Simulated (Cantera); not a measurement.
Input (Python, Cantera) and output of one run.

```python
import numpy as np
import cantera as ct

gas_names = [...]  # 123 gases of nasa_gas.yaml made of C, H, O, Si
cond_names = """
    C(gr) C6H6(L) C7H8(L) C8H18(L),n-octa H2O(s) H2O(L) Si(cr) Si(L) SiC(b) SiO2(Lqz) SiO2(hqz) SiO2(L)
""".split()


# ... load() reads the species with a 1 bar reference pressure and builds the phases ...
atoms = {
    'SiC': {'Si': 1, 'C': 1},
    'H2O': {'H': 2, 'O': 1},
    'H2': {'H': 2},
}
top_T = {'C(gr)': 4500, 'SiC(b)': 3050}  # K; cautious upper limits of use, not melting points


# ... equilibrate(T, P, feed) seeds the gas with the atoms and calls Mixture.equilibrate('TP', solver="vcs", rtol=1e-11, max_steps=5000) ...
results = []
feed = {'SiC': 1, 'H2O': 0.058, 'H2': 41}  # mol
T = 1400  # K
P = 6000  # Pa
mix = equilibrate(T, P, feed)
results.append((T, P, feed, dict(zip(mix.species_names, mix.species_moles))))
x = sorted(zip(gas.X, gas.species_names), reverse=True)
print(f"T = {T:g} K  P = {P:g} Pa  gas = {mix.phase_moles(0):.4g} mol")
print("   x: " + "  ".join(f"{s} {v:.3e}" for v, s in x if v > 0.0001))
print("   condensed (mol): " + ("  ".join(f"{mix.phase(i).name} {mix.phase_moles(i):.4g}"
      for i in range(1, mix.n_phases) if mix.phase_moles(i) > 1e-12) or "none"))
```

It prints:

```
T = 1400 K  P = 6000 Pa  gas = 41.1 mol
   x: H2 9.990e-01  CO 5.985e-04  SiO 4.094e-04
   condensed (mol): SiC(b) 0.9749  SiO2(hqz) 0.008225
```

These are equilibrium values from Cantera (NASA tables, ideal gas, pure condensed phases), not measurements of a reactor. Mutual solubility and eutectic melting of coexisting phases are not modelled. The tables hold silica as quartz up to 1696 K and as liquid above; real silica turns to tridymite and cristobalite and melts near 1996 K.
